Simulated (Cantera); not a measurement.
What does this Cantera script print?

```python
import numpy as np
import cantera as ct

gas = ct.Solution("h2o2.yaml")
gas.TP = 300, 100000
flame = ct.CounterflowDiffusionFlame(gas, width=0.02)
flame.fuel_inlet.X, flame.fuel_inlet.T = {'H2': 1, 'N2': 0.26}, 448
flame.oxidizer_inlet.X, flame.oxidizer_inlet.T = {'O2': 0.28, 'N2': 0.72}, 398
flame.set_refine_criteria(ratio=3, slope=0.12, curve=0.24, prune=0.03)
show = ['OH', 'H', 'H2O', 'HO2']

rows = []
print(f"{'mdot':>8s}{'a_max':>10s}{'a_mean':>10s}{'Tmax/K':>9s}" + "".join(f"{s:>11s}" for s in show) + "   (peak mole fractions)")
for i, mdot in enumerate([0.6, 0.79, 1, 1.3, 1.8, 2.3, 3, 3.9, 5.2]):  # kg/m2/s on the oxidiser side
    flame.oxidizer_inlet.mdot, flame.fuel_inlet.mdot = mdot, 0.53 * mdot
    flame.solve(loglevel=0, auto=(i == 0))
    if flame.T.max() < max(448, 398) + 100:
        print(f"{mdot:8.3g}  no burning solution found from the previous one")
        break
    dT = np.abs(np.gradient(flame.T, flame.grid))
    rows.append([flame.strain_rate("max"), flame.strain_rate("mean"), flame.T.max(),
                 *(flame.X[gas.species_index(s)].max() for s in show), max(dT[0], dT[-1]) / dT.max()])
    print(f"{mdot:8.3g}{rows[-1][0]:10.1f}{rows[-1][1]:10.1f}{rows[-1][2]:9.1f}" + "".join(f"{x:11.3e}" for x in rows[-1][3:-1]))
```

Result:

```
    mdot     a_max    a_mean   Tmax/K         OH          H        H2O        HO2   (peak mole fractions)
     0.6     568.3     114.3   2600.9  2.832e-02  1.830e-02  3.294e-01  4.593e-05
    0.79     736.8     150.5   2573.5  2.856e-02  1.960e-02  3.268e-01  5.707e-05
       1     912.6     190.5   2543.6  2.862e-02  2.087e-02  3.247e-01  6.737e-05
     1.3    1152.6     247.7   2507.4  2.873e-02  2.259e-02  3.222e-01  8.029e-05
     1.8    1531.2     343.0   2455.6  2.867e-02  2.488e-02  3.194e-01  9.780e-05
     2.3    1902.0     438.2   2416.1  2.873e-02  2.695e-02  3.170e-01  1.127e-04
       3    2400.1     571.6   2368.0  2.856e-02  2.929e-02  3.143e-01  1.305e-04
     3.9    3022.5     743.1   2317.7  2.827e-02  3.192e-02  3.113e-01  1.497e-04
     5.2    3877.2     990.8   2260.0  2.773e-02  3.494e-02  3.081e-01  1.716e-04
```

Model: the H2/O2 subset of GRI-Mech 3.0, which has no nitrogen chemistry, integrated in Cantera. The maximum strain rate includes the flame's own expansion and is several times the mean.
